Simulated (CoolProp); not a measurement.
n-perfluorohexane along the isobar 23.2 bar: Z from the reference equation and from simpler models built on Tc = 448.0 K, pc = 17.42 bar, ω = 0.497; each cubic takes its own stable root.

Computed with CoolProp (reference Helmholtz-energy equation of state, Gao 2022).

```csv
T (K),phase,reference,van der Waals,Redlich-Kwong,Soave-Redlich-Kwong,Peng-Robinson
224.1,liquid,0.2229,0.3991,0.2713,0.2603,0.2320
240.2,liquid,0.2129,0.3790,?,0.2470,0.2199
256.4,liquid,0.2043,0.3619,0.2479,0.2357,0.2097
272.5,liquid,0.1970,0.3473,0.2392,0.2264,0.2012
288.6,liquid,0.1908,0.3350,0.2320,0.2187,0.1942
304.8,liquid,0.1856,0.3246,0.2263,0.2126,0.1885
320.9,liquid,0.1814,0.3160,0.2221,0.2079,0.1842
337.1,liquid,0.1780,?,0.2192,0.2046,0.1812
353.2,liquid,0.1757,0.3039,0.2178,0.2029,0.1796
369.3,liquid,0.1744,0.3003,0.2179,0.2029,0.1795
385.5,liquid,0.1743,0.2987,0.2201,0.2051,?
401.6,liquid,0.1760,0.2993,?,0.2102,0.1863
417.7,liquid,0.1803,0.3028,0.2328,0.2198,0.1952
433.9,liquid,0.1895,0.3107,0.2472,?,0.2124
450,supercritical,0.2125,0.3260,0.2741,0.2767,0.2504
```

Question: Fill in the missing entries.

Answer: 
- 240.2, Redlich-Kwong: 0.2586
- 337.1, van der Waals: 0.3091
- 385.5, Peng-Robinson: 0.1815
- 401.6, Redlich-Kwong: 0.2246
- 433.9, Soave-Redlich-Kwong: 0.2377
